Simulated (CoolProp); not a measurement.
Vapour-liquid equilibrium of R22 (1) + R11 (2) at 0.0851 MPa; x and y are mole fractions of (1).

Values from CoolProp's multi-fluid Helmholtz-energy mixture model, Kamei 1995 and Jacobsen 1992; pair parameters Bell 2016.

```
x     bubble temperature, mixture model (K)  bubble temperature, Raoult's law (K)  y, mixture model  y, Raoult's law
----  -------------------------------------  ------------------------------------  ----------------  ---------------
0.05                                  275.9                                 281.1             0.486            0.376
0.2                                   253.5                                 261.3             0.840            0.779
0.35                                  244.4                                 250.1             0.914            0.897
0.5                                   239.3                                 242.8             0.946            0.947
0.65                                  235.6                                 237.3             0.966            0.973
0.8                                   232.5                                 233.1             0.981            0.988
0.95                                  229.6                                 229.7             0.995            0.998
```

The largest gap from Raoult's law is -7.8 K in bubble temperature, at x = 0.2. No azeotrope shows between x = 0.05 and 0.95.

The pair parameters rest on a limited set of measurements; away from them the model extrapolates.
